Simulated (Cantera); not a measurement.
A diamond (100) surface in a fixed gas of H2 with x(CH4) = 0.0075, x(H) = 0.0011, x(CH3) = 4e-05, 0.290 bar; coverages are run to steady state.

Computed with Cantera and the Harris–Goodwin 1993 mechanism for the reconstructed diamond (100) surface.

θ: site fractions in the mechanism's names (c6HH fully hydrogenated, c6H* and c6*H radical sites, c6** diradical, c6HM methylated).

```tsv
T (K)	growth (µm/h)	θ c6HH	θ c6H*	θ c6*H	θ c6**	θ c6HM
925	4.00	0.647	0.0118	0.303	0.00507	0.0261
975	5.12	0.605	0.0157	0.344	0.00744	0.0206
1025	6.15	0.566	0.0200	0.381	0.0103	0.0160
1075	6.71	0.530	…	0.414	…	…
1125	6.28	0.499	0.0296	0.442	0.0174	0.00753
1175	4.85	0.472	0.0347	0.466	0.0213	0.00399
1225	3.31	0.448	0.0397	0.484	0.0250	0.00177
1275	2.31	0.429	0.0446	0.496	0.0283	0.000715
1325	1.83	0.415	0.0492	0.504	0.0312	0.000279
1375	…	0.405	…	0.508	0.0335	…
```

Question: Complete the blanks.

Answer: 
- 1075, θ c6H*: 0.0247
- 1075, θ c6**: 0.0137
- 1075, θ c6HM: 0.0117
- 1375, growth (µm/h): 1.58
- 1375, θ c6H*: 0.0535
- 1375, θ c6HM: 0.000109
